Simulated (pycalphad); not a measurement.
An equivalent pycalphad script:

```python
from pycalphad import Database, equilibrium, calculate, variables as v
import numpy as np
db = Database('COST507.tdb')
comps = ['AL', 'SI', 'MN', 'VA']
phases = ['AL11MN4', 'AL12MN', 'AL4MN', 'AL6MN', 'AL8MN5_D810', 'ALMNSI_ALPHA', 'ALMNSI_BETA', 'ALMNSI_DELTA', 'BCC_A2', 'CBCC_A12', 'CUB_A13', 'DIAMOND_A4', 'FCC_A1', 'HCP_A3', 'LIQUID', 'MN11SI19', 'MN3SI', 'MN5SI3', 'MN6SI', 'MN9SI2', 'MNSI']
eq = equilibrium(db, comps, phases, {v.X('SI'): 0.0907, v.X('MN'): 0.0068, v.T: np.arange(1850, 499, -25), v.P: 101325, v.N: 1}, output=['HM', 'SM'])
```

Computed with pycalphad from the COST 507 light-alloy database (1999), at 1 atm. The data set is of 1999 and partly superseded. Amounts are mole fractions of atoms.

Results at three of the temperatures:

```
T = 1775.00 K, P = 101325 Pa, N = 1 mol of atoms
G = -111028 J/mol, H = 57086 J/mol, S = 94.71 J/(mol K)  (SER reference)
chemical potentials (J/mol): Al -109000, Si -123318, Mn -216283
phase             fraction      x(Al)      x(Si)      x(Mn)
LIQUID              1.0000     0.9025     0.0907     0.0068
```

```
T = 1200.00 K, P = 101325 Pa, N = 1 mol of atoms
G = -59878 J/mol, H = 39006 J/mol, S = 82.40 J/(mol K)  (SER reference)
chemical potentials (J/mol): Al -59055, Si -61071, Mn -153186
phase             fraction      x(Al)      x(Si)      x(Mn)
LIQUID              1.0000     0.9025     0.0907     0.0068
```

```
T = 500.00 K, P = 101325 Pa, N = 1 mol of atoms
G = -15895 J/mol, H = 4239 J/mol, S = 40.27 J/(mol K)  (SER reference)
chemical potentials (J/mol): Al -15579, Si -10615, Mn -128182
phase             fraction      x(Al)      x(Si)      x(Mn)
FCC_A1              0.8750     0.9999   0.000131   1.57e-07
DIAMOND_A4          0.0859   1.22e-11     1.0000       none
ALMNSI_ALPHA        0.0391     0.7072     0.1189     0.1739
```

Changes of the phase set, refined by bisection:

```json
[
 {"T (K)": "926.7", "phases above": "LIQUID", "phases below": "ALMNSI_ALPHA + LIQUID"},
 {"T (K)": "873.6", "phases above": "ALMNSI_ALPHA + LIQUID", "phases below": "ALMNSI_ALPHA + FCC_A1 + LIQUID"},
 {"T (K)": "849.6", "phases above": "ALMNSI_ALPHA + FCC_A1 + LIQUID", "phases below": "ALMNSI_ALPHA + DIAMOND_A4 + FCC_A1"}
]
```

Database names, with the compositions (at.%) that they take in these runs: ALMNSI_ALPHA: Al 70 Mn 17 Si 12. FCC_A1 is fcc; DIAMOND_A4 is diamond (Si). An entry "none" or "no" means that the model of the phase leaves that element out.
